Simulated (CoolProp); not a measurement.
o-xylene along the isobar 149 bar: Z from the reference equation and from simpler models built on Tc = 630.3 K, pc = 37.37 bar, ω = 0.312; each cubic takes its own stable root.

The numbers come from the reference Helmholtz-energy equation of state, Zhou 2012 in CoolProp.

```
T (K)   phase  reference
-----  ------  ---------
267.1  liquid     0.7822
276    liquid     0.7629
284.9  liquid     0.7449
293.9  liquid     0.7279
302.8  liquid     0.7122
311.7  liquid     0.6974
320.6  liquid     0.6836
329.5  liquid     0.6706
338.5  liquid     0.6582
347.4  liquid     0.6467
356.3  liquid     0.6359
```

Problem. How far does each simpler model (van der Waals, Redlich-Kwong, Soave-Redlich-Kwong, Peng-Robinson) lie from the reference over these 11 states: mean and median of the absolute difference, and the worst?

Solution. 
- van der Waals: mean 68.4 %, median 68.5 %, worst +70.8 % at 267.1 K and 149 bar
- Redlich-Kwong: mean 15.9 %, median 15.8 %, worst +16.7 % at 267.1 K and 149 bar
- Soave-Redlich-Kwong: mean 13.6 %, median 13.5 %, worst +14.9 % at 267.1 K and 149 bar
- Peng-Robinson: mean 1.3 %, median 1.2 %, worst +2.6 % at 267.1 K and 149 bar
